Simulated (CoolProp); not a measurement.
A Linde-Hampson liquefier for ethane: isothermal reversible compression at 320 K from 1 atm to 5 MPa, throttling to 1 atm, return gas leaving the recuperator 10 K below the feed. Each further row changes one setting.

Computed with CoolProp (reference Helmholtz-energy equation of state, Bücker 2006).

| case | liquid yield per pass | compression work (kJ/kg of gas) |
|---|---|---|
| as stated | 0.154 | 315 |
| high pressure 10 MPa | 0.418 | 338 |
| warm-end temperature 350 K | 0.089 | 354 |
| warm-end gap 15 K | 0.142 | 315 |
